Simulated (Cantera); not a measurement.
A closed system holds: 1 mol CH₃SiH₃, 0.05 mol HCl, 400 mol H₂, equilibrated at 13.5 Torr.

Cantera equilibrium calculation (NASA polynomials, part measured and part estimated; ideal gas, pure solids and liquids). Candidate condensed phases: C, C₆H₆, C₇H₈, C₈H₁₈, Si, SiC; 109 gas species. The feed counts by its element totals alone. Mutual solubility and eutectic melting of coexisting phases are not modelled. Gases not in the tables: Si₂H₆ and higher silanes. Equilibrium is a limit: real reactors are often held back by kinetics, nucleation or transport.

**Question.** What share of the Si ends up in condensed phases as a function of T (K), at 973, 1123, 1273, 1423, 1573, 1723, 1873, 2023, 2173?

**Answer.** 
| T (K) | Si condensed (%) | as |
|---|---|---|
| 973 | 100.0 | Si(s) + SiC(s) |
| 1123 | 100.0 | Si(s) + SiC(s) |
| 1273 | 100.0 | Si(s) + SiC(s) |
| 1423 | 100.0 | SiC(s) |
| 1573 | 99.9 | SiC(s) |
| 1723 | 99.7 | SiC(s) |
| 1873 | 97.4 | SiC(s) |
| 2023 | 81.5 | SiC(s) |
| 2173 | 0.0 | - |
